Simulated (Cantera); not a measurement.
What does this Cantera script print?

```python
import numpy as np
import cantera as ct

gas = ct.Solution("gri30.yaml")
gas.TPX = 373, 101325, {'CH4': 1, 'O2': 2.44, 'N2': 9.17}
inlet = ct.Reservoir(gas, clone=True)
gas.equilibrate("HP")  # start burning
reactor = ct.IdealGasConstPressureReactor(gas, energy="on", clone=False)
exhaust = ct.Reservoir(gas, clone=True)
tau = [0.068, 0.035, 0.018, 0.0096, 0.005, 0.0026, 0.0014, 0.00071, 0.00037, 0.00019, 0.0001, 5.3e-05, 2.8e-05][0]
for a, b in ((inlet, reactor), (reactor, exhaust)):
    ct.MassFlowController(a, b, mdot=lambda t: reactor.mass / tau)
net = ct.ReactorNet([reactor])
show = ['CH4', 'O2', 'H', 'N2O', 'NO', 'NO2']

rows = []
print(f"{'tau/s':>10s}{'T/K':>9s}" + "".join(f"{s:>11s}" for s in show))
for tau in [0.068, 0.035, 0.018, 0.0096, 0.005, 0.0026, 0.0014, 0.00071, 0.00037, 0.00019, 0.0001, 5.3e-05, 2.8e-05]:
    net.initial_time = 0.0
    net.advance(30 * tau)
    before = gas.X
    net.advance(40 * tau)
    drift = np.max(np.abs(gas.X - before) / (gas.X + 1e-9))
    rows.append([gas.T, *gas[show].X, drift])
    print(f"{tau:10.3e}{gas.T:9.1f}" + "".join(f"{x:11.3e}" for x in gas[show].X))
```

Output:

```
     tau/s      T/K        CH4         O2          H        N2O         NO        NO2
 6.800e-02   2068.5  6.420e-06  3.508e-02  1.277e-04  2.558e-07  3.050e-04  1.827e-07
 3.500e-02   2060.1  1.053e-05  3.538e-02  1.931e-04  2.805e-07  2.169e-04  1.239e-07
 1.800e-02   2047.0  1.676e-05  3.584e-02  3.142e-04  2.988e-07  1.605e-04  8.444e-08
 9.600e-03   2029.5  2.569e-05  3.646e-02  5.135e-04  3.018e-07  1.231e-04  5.828e-08
 5.000e-03   2005.0  4.004e-05  3.735e-02  8.557e-04  2.889e-07  9.425e-05  3.941e-08
 2.600e-03   1973.2  6.331e-05  3.855e-02  1.396e-03  2.657e-07  7.256e-05  2.678e-08
 1.400e-03   1936.2  9.997e-05  3.999e-02  2.141e-03  2.405e-07  5.674e-05  1.884e-08
 7.100e-04   1887.7  1.717e-04  4.202e-02  3.236e-03  2.138e-07  4.279e-05  1.297e-08
 3.700e-04   1833.1  3.060e-04  4.463e-02  4.472e-03  1.904e-07  3.132e-05  8.997e-09
 1.900e-04   1767.1  6.128e-04  4.868e-02  5.566e-03  1.675e-07  2.065e-05  5.958e-09
 1.000e-04   1678.5  1.571e-03  5.667e-02  5.381e-03  1.360e-07  1.049e-05  3.625e-09
 5.300e-05    373.0  7.930e-02  1.935e-01  2.076e-31  1.149e-21  7.786e-20  1.382e-20
 2.800e-05    373.0  7.930e-02  1.935e-01 -1.203e-34  1.614e-25  1.094e-23  1.941e-24
```

Cantera simulation using GRI-Mech 3.0 (53 species, 325 reactions); the numbers are that mechanism's predictions, not measurements.
